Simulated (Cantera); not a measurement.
Charge: 1 mol Si₃N₄, 0.0078 mol O₂, 1.1 mol N₂, 3.8 mol N₂O, equilibrated at 1198 K and 0.00540 bar.

These are equilibrium values from Cantera (NASA tables, ideal gas, pure condensed phases), not measurements of a reactor. Candidate condensed phases: Si, SiO₂, Si₂N₂O, Si₃N₄; 16 gas species. Mutual solubility and eutectic melting of coexisting phases are not modelled. The tables hold silica as quartz up to 1696 K and as liquid above; real silica turns to tridymite and cristobalite and melts near 1996 K. Equilibrium is a limit: real reactors are often held back by kinetics, nucleation or transport.

Base state: N₂ 1.00 (mole fractions); condensed: SiO₂(β-quartz) + Si₂N₂O(s).

Q: What changes in the equilibrium state with this change: temperature from 1198 K to 1473.15 K?

A: 
```json
[
 {"species": "N₂", "before": "1.00", "after": "0.999"},
 {"species": "SiO", "before": "8.78e-8", "after": "0.00113"},
 {"species": "SiO₂(β-quartz), mol", "before": "1.54", "after": "1.54"},
 {"species": "Si₂N₂O(s), mol", "before": "0.728", "after": "0.726"}
]
```
